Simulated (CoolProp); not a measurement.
Saturation properties of nitrogen (Tc = -147.0 °C, pc = 3396 kPa, ω = 0.037).

Values from CoolProp's reference Helmholtz-energy equation of state, Span 2000.

```tsv
T (°C)	p (kPa)	enthalpy of vaporisation (kJ/kg)	vapour Z
-190.95	173.0	192.6	0.9370
-187.45	244.7	187.4	…
-183.95	336.4	181.8	0.8998
-180.55	447.5	175.9	0.8779
-177.05	587.6	169.2	0.8524
-173.55	756.9	161.9	0.8239
-170.05	…	153.7	0.7920
-166.55	…	144.5	0.7564
-163.15	1466	134.3	0.7174
-159.65	1786	122.2	0.6718
-156.15	…	107.6	0.6185
```

Complete the blanks.


- -187.45, vapour Z: 0.9197
- -170.05, p (kPa): 958.8
- -166.55, p (kPa): 1197
- -156.15, p (kPa): 2153

It boils at -195.8 °C under 1 atm.
